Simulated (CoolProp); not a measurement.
n-octane along the isotherm 346.85 °C: density (kg/m³) from the reference equation and from simpler models built on Tc = 295.6 °C, pc = 2.484 MPa, ω = 0.398; each cubic takes its own stable root.

Model: reference Helmholtz-energy equation of state, Beckmüller 2019, in CoolProp.

```csv
p (MPa),phase,reference
0.955,gas,23.71
1.91,gas,54.71
2.87,supercritical,99.92
3.82,supercritical,176.0
4.78,supercritical,272.7
5.73,supercritical,323.2
6.69,supercritical,352.0
7.64,supercritical,371.7
8.6,supercritical,387.0
9.55,supercritical,399.4
10.5,supercritical,409.8
11.5,supercritical,419.3
12.4,supercritical,426.9
```

### Question
How far does each simpler model (ideal gas, van der Waals, Redlich-Kwong, Peng-Robinson) lie from the reference over these 13 states: mean and median of the absolute difference, and the worst?

### Answer
- ideal gas: mean 44.0 %, median 47.0 %, worst -61.2 % at 346.85 °C and 4.78 MPa
- van der Waals: mean 17.7 %, median 23.1 %, worst -26.3 % at 346.85 °C and 12.4 MPa
- Redlich-Kwong: mean 8.0 %, median 9.7 %, worst -11.2 % at 346.85 °C and 6.69 MPa
- Peng-Robinson: mean 5.6 %, median 4.9 %, worst -12.1 % at 346.85 °C and 4.78 MPa
